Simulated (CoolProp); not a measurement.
Vapour-liquid equilibrium of propane (1) + cyclopropane (2) at 0.513 MPa; x and y are mole fractions of (1).

Model: multi-fluid Helmholtz-energy mixture model, Lemmon 2009 and Polt 1992; pair parameters Bell 2016, in CoolProp. This equation is an older, rougher fit; its heat capacities, sound speeds and derivatives of the liquid may be far off and weren't checked against measurements.

```csv
x,"bubble temperature, mixture model (K)","bubble temperature, Raoult's law (K)","y, mixture model","y, Raoult's law"
0.05,284.8,285.3,0.077,0.066
0.2,282.0,283.7,0.274,0.252
0.35,279.8,282.1,0.434,0.421
0.5,278.2,280.5,0.571,0.575
0.65,277.0,279.0,0.696,0.716
0.8,276.1,277.6,0.819,0.845
0.95,275.8,276.2,0.951,0.963
```

The largest gap from Raoult's law is -2.3 K in bubble temperature, at x = 0.5. No azeotrope shows between x = 0.05 and 0.95.

Pair parameters are fitted to limited data, so mixtures are less certain than the pure fluids.
